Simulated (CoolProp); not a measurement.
Saturation properties of hydrogen sulfide (Tc = 373.1 K, pc = 89.99 bar, ω = 0.101).

Model: reference Helmholtz-energy equation of state, Lemmon 2006, in CoolProp. It is a short technical equation, of lower accuracy than the large ones.

```
T (K)  p (bar)  liquid density (kg/m³)  enthalpy of vaporisation (kJ/kg)  vapour Z  liquid viscosity (µPa s)  vapour viscosity (µPa s)
-----  -------  ----------------------  --------------------------------  --------  ------------------------  ------------------------
265.4    8.167                   849.5                             475.6    0.9022                       167                      10.1
272.3    10.07                   834.9                             464.3    0.8872                       157                      10.3
279.2    12.28                   819.8                             452.4    0.8708                       148                      10.6
286.1    14.83                   804.1                             439.8    0.8530                       139                      10.8
293      17.74                   787.8                             426.4    0.8338                       130                      11.1
299.9    21.05                   770.8                             412.0    0.8129                       122                      11.4
306.8    24.79                   752.9                             396.6    0.7903                       115                      11.7
313.7    28.98                   734.0                             380.0    0.7658                       107                      12.1
320.6    33.66                   713.9                             361.9    0.7392                       100                      12.6
327.5    38.87                   692.3                             342.1    0.7101                      93.1                      13.1
334.4    44.63                   669.0                             320.2    0.6781                      86.2                      13.7
341.3    51.00                   643.2                             295.5    0.6425                      79.3                      14.5
348.2    58.02                   614.1                             267.1    0.6023                      72.5                      15.6
```

It boils at 212.9 K under 1 atm.

Viscosity comes from a separate model (Quiñones-Cisneros 2012).
